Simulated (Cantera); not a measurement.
A closed system holds: 1 mol C₂H₂, 0.11 mol CO₂, 0.12 mol O₂, at 1.30 mbar.

Cantera equilibrium calculation (NASA polynomials, part measured and part estimated; ideal gas, pure solids and liquids). Candidate condensed phases: C, C₆H₆, C₇H₈, C₈H₁₈, H₂O; 110 gas species. Kinetics and transport are ignored.

x: gas mole fraction; n: condensed amount in mol.

```
T (K)    x H    x H₂   x CO      x C₃       x C      x C₂    x C₂H  n C(graphite)
-----  -----  ------  -----  --------  --------  --------  -------  -------------
2200   0.119   0.583  0.296   1.86e-6   1.17e-6   1.62e-7        …           1.65
2300   0.193   0.520  0.285   1.29e-5   6.44e-6   1.14e-6        …           1.64
2400   0.291   0.436  0.269   7.54e-5   3.06e-5   6.82e-6        …           1.64
2500   0.406   0.339  0.251  0.000382  0.000128   3.52e-5        …           1.63
2600   0.521   0.240  0.232   0.00170  0.000480  0.000160        …           1.62
2700   0.617   0.154  0.215   0.00677   0.00163  0.000648        …           1.58
2800   0.675  0.0886  0.198    0.0243   0.00507   0.00237        …           1.43
2900   0.670  0.0441  0.176    0.0795    0.0146   0.00792  0.00457          0.897
3000   0.617  0.0198  0.152     0.151    0.0334    0.0179  0.00485              0
```

Question: Complete the blanks.

Answer: 
- 2200, x C₂H: 1.06e-5
- 2300, x C₂H: 3.78e-5
- 2400, x C₂H: 0.000117
- 2500, x C₂H: 0.000315
- 2600, x C₂H: 0.000744
- 2700, x C₂H: 0.00155
- 2800, x C₂H: 0.00284
